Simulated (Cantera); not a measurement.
An adiabatic, constant-volume homogeneous reactor starts with H₂ : O₂ : N₂ = 1 : 1.28 : 4.82 (molar parts), at 1650 K and 430000 Pa. Integrator tolerance rtol = 1e-08.

Cantera simulation using GRI-Mech 3.0 (53 species, 325 reactions); the numbers are that mechanism's predictions, not measurements. The hydrogen kinetics of GRI-Mech 3.0 are dated; newer H2 mechanisms differ, most at raised pressure.

Question: What does this change do: pressure from 430000 Pa to 100000 Pa?

Answer: 
```csv
quantity,before,after
time of steepest temperature rise,2.32 µs,9.99 µs
temperature at 0.200 s,2664 K,2610 K
equilibrium temperature,2664 K,2610 K
x(H₂) at 0.200 s,0.00216 (gas-phase equilibrium 0.00216),0.00349 (gas-phase equilibrium 0.00349)
x(O₂) at 0.200 s,0.103 (gas-phase equilibrium 0.103),0.102 (gas-phase equilibrium 0.102)
x(NO₂) at 0.200 s,2.72e-5 (gas-phase equilibrium 2.72e-5),1.25e-5 (gas-phase equilibrium 1.25e-5)
x(N₂O) at 0.200 s,2.73e-6 (gas-phase equilibrium 2.73e-6),1.19e-6 (gas-phase equilibrium 1.19e-6)
x(H₂O) at 0.200 s,0.141 (gas-phase equilibrium 0.141),0.136 (gas-phase equilibrium 0.136)
x(OH) at 0.200 s,0.0145 (gas-phase equilibrium 0.0145),0.0178 (gas-phase equilibrium 0.0178)
```

Question: What does this change do: pressure from 430000 Pa to 130000 Pa?

Answer: 
```tsv
quantity	before	after
time of steepest temperature rise	2.32 µs	7.70 µs
temperature at 0.200 s	2664 K	2621 K
equilibrium temperature	2664 K	2621 K
x(H₂) at 0.200 s	0.00216 (gas-phase equilibrium 0.00216)	0.00322 (gas-phase equilibrium 0.00322)
x(O₂) at 0.200 s	0.103 (gas-phase equilibrium 0.103)	0.102 (gas-phase equilibrium 0.102)
x(NO₂) at 0.200 s	2.72e-5 (gas-phase equilibrium 2.72e-5)	1.44e-5 (gas-phase equilibrium 1.44e-5)
x(N₂O) at 0.200 s	2.73e-6 (gas-phase equilibrium 2.73e-6)	1.38e-6 (gas-phase equilibrium 1.38e-6)
x(H₂O) at 0.200 s	0.141 (gas-phase equilibrium 0.141)	0.137 (gas-phase equilibrium 0.137)
x(OH) at 0.200 s	0.0145 (gas-phase equilibrium 0.0145)	0.0172 (gas-phase equilibrium 0.0172)
```
